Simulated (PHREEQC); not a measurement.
PHREEQC input (ion-association model, wateq4f.dat):

```
SOLUTION_SPECIES
  PO4-3 + 3H+ = H3PO4  # constants of phreeqc.dat
    -log_k 21.721
    -delta_h -10.1 kJ
SOLUTION 1
  temp 25
  units mol/kgw
  pH 7 charge
  Cl 0.026
END
SELECTED_OUTPUT 1
  -reset false
  -pH true
  -pe true
  -ionic_strength true
  -water true
  -totals Ag Cl P
  -molalities H+ Ag+ Cl- PO4-3 HPO4-2 H2PO4- O2 OH- AgCl AgCl2-
    AgCl3-2 AgCl4-3 AgOH Ag(OH)2- H3PO4
  -equilibrium_phases Ag3PO4 Cerargyrite Ag2O
PRINT
  -reset false
USE solution 1
REACTION 1
  H3PO4 1
  0 0.00833 0.0167 0.025 0.0333 0.0417 0.05 0.0583 0.0667 0.075 0.0833 0.0917 0.1 moles
EQUILIBRIUM_PHASES 1
  Ag3PO4 0 0.5
  Cerargyrite 0 0
  Ag2O 0 0
  O2(g) -0.68 10
END
```

Selected output (columns that matter, 13 of 13 rows; H3PO4 added (mol) added in front):

```
H3PO4 added (mol)	pH	mu	Ag	Cl	P	m_H+	m_Ag+	m_Cl-	m_H2PO4-	m_OH-	m_AgCl	m_H3PO4	Ag3PO4
0	4.8716	0.013168	0.01307	3.4734e-07	0.013023	1.4863e-05	0.013069	1.7208e-08	0.012916	8.3862e-10	3.3013e-07	2.2783e-05	0.48698
0.00833	4.3278	0.025374	0.025268	3.3879e-07	0.025419	5.3391e-05	0.025268	9.592e-09	0.025217	2.4918e-10	3.292e-07	0.00014999	0.48291
0.0167	4.0108	0.037421	0.037268	3.3514e-07	0.037789	0.00011272	0.037268	6.851e-09	0.037301	1.2342e-10	3.2829e-07	0.00044848	0.47891
0.025	3.7915	0.049056	0.048834	3.3285e-07	0.049944	0.00018911	0.048833	5.4395e-09	0.048955	7.6087e-11	3.2741e-07	0.00095556	0.47506
0.0333	3.6247	0.060336	0.060026	3.3113e-07	0.061975	0.00028049	0.060026	4.5687e-09	0.060248	5.2713e-11	3.2656e-07	0.0016982	0.47132
0.0417	3.4896	0.071369	0.070957	3.297e-07	0.074019	0.00038592	0.070957	3.9699e-09	0.07129	3.9198e-11	3.2573e-07	0.0027028	0.46768
0.05	3.3793	0.081886	0.081361	3.2849e-07	0.085787	0.00050093	0.081361	3.541e-09	0.081813	3.0785e-11	3.2495e-07	0.0039495	0.46421
0.0583	3.2857	0.092025	0.091377	3.274e-07	0.097426	0.000625	0.091377	3.2146e-09	0.091957	2.5088e-11	3.2419e-07	0.0054463	0.46087
0.0667	3.2039	0.10191	0.10113	3.2641e-07	0.10908	0.00075831	0.10113	2.9547e-09	0.10185	2.0986e-11	3.2345e-07	0.0072092	0.45762
0.075	3.1331	0.11132	0.11041	3.255e-07	0.12047	0.00089645	0.11041	2.7472e-09	0.11126	1.7984e-11	3.2275e-07	0.0091869	0.45453
0.0833	3.0703	0.1204	0.11934	3.2465e-07	0.13175	0.0010399	0.11934	2.5756e-09	0.12034	1.5684e-11	3.2208e-07	0.011388	0.45155
0.0917	3.0135	0.12925	0.12804	3.2385e-07	0.14305	0.0011897	0.12804	2.4296e-09	0.1292	1.3856e-11	3.2142e-07	0.013833	0.44865
0.1	2.9627	0.1377	0.13634	3.231e-07	0.15411	0.0013414	0.13634	2.3064e-09	0.13765	1.2407e-11	3.208e-07	0.01645	0.44589
```

Species that the database lacks are ignored. H3PO4, which wateq4f.dat lacks, is added to it with the constant of phreeqc.dat. The database has no phosphate complexes of Ag.
